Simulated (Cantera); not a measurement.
Cantera run:

```python
import numpy as np
import cantera as ct

gas_names = """
    H HO2 H2 H2O H2O2 O OH O2 O3 Ti TiO TiO2
""".split()
cond_names = """
    H2O(s) H2O(L) Ti(a) Ti(b) Ti(L) TiO(a) TiO(b) TiO(L) TiO2(ru) TiO2(L) Ti2O3(a) Ti2O3(b) Ti2O3(L)
    Ti3O5(a) Ti3O5(b) Ti3O5(L) Ti4O7(s) Ti4O7(L)
""".split()


# ... load() reads the species with a 1 bar reference pressure and builds the phases ...
atoms = {
    'Ti': {'Ti': 1},
    'O2': {'O': 2},
    'H2': {'H': 2},
}
top_T = {}  # K; cautious upper limits of use, not melting points


# ... equilibrate(T, P, feed) seeds the gas with the atoms and calls Mixture.equilibrate('TP', solver="vcs", rtol=1e-11, max_steps=5000) ...
results = []
feed = {'Ti': 1, 'O2': 0.2, 'H2': 11}  # mol
T = 1148  # K
P = 1000  # Pa
mix = equilibrate(T, P, feed)
results.append((T, P, feed, dict(zip(mix.species_names, mix.species_moles))))
x = sorted(zip(gas.X, gas.species_names), reverse=True)
print(f"T = {T:g} K  P = {P:g} Pa  gas = {mix.phase_moles(0):.4g} mol")
print("   x: " + "  ".join(f"{s} {v:.3e}" for v, s in x if v > 1e-05))
print("   condensed (mol): " + ("  ".join(f"{mix.phase(i).name} {mix.phase_moles(i):.4g}"
      for i in range(1, mix.n_phases) if mix.phase_moles(i) > 1e-12) or "none"))
```

Result:

```
T = 1148 K  P = 1000 Pa  gas = 11 mol
   x: H2 1.000e+00
   condensed (mol): Ti(a) 0.6  TiO(a) 0.4
```

These are equilibrium values from Cantera (NASA tables, ideal gas, pure condensed phases), not measurements of a reactor. Mutual solubility and eutectic melting of coexisting phases are not modelled. TiO: taken at fixed stoichiometry. Condensed phases not in the tables: N, O or C dissolved in the metal.
